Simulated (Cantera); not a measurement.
A closed system holds: 1 mol MgO, 0.13 mol SO₃, 0.98 mol H₂O, at 1598.15 K and 0.480 bar.

These are equilibrium values from Cantera (NASA tables, ideal gas, pure condensed phases), not measurements of a reactor. Candidate condensed phases: H₂O, H₂SO₄, Mg, MgO, Mg(OH)₂, MgS, MgSO₄, S; 26 gas species. The numbers say what is thermodynamically allowed, not how fast it happens.

Base state: H₂O 0.834, SO₂ 0.110, O₂ 0.0550, OH 0.000433, SO₃ 0.000419, H₂ 3.33e-5 (mole fractions); condensed: MgO(s).

Problem. What changes in the equilibrium state with this change: temperature from 1598.15 K to 1023 K?

Solution. 
```
species          before     after
-------------  --------  --------
H₂O               0.834     0.998
SO₂               0.110   0.00103
O₂               0.0550  0.000515
H₂              3.33e-5   1.08e-8
OH             0.000433   1.51e-7
SO₃            0.000419   2.25e-5
MgO(s), mol       1.000     0.871
MgSO₄(s), mol         0     0.129
```
Mutual solubility and eutectic melting of coexisting phases are not modelled.
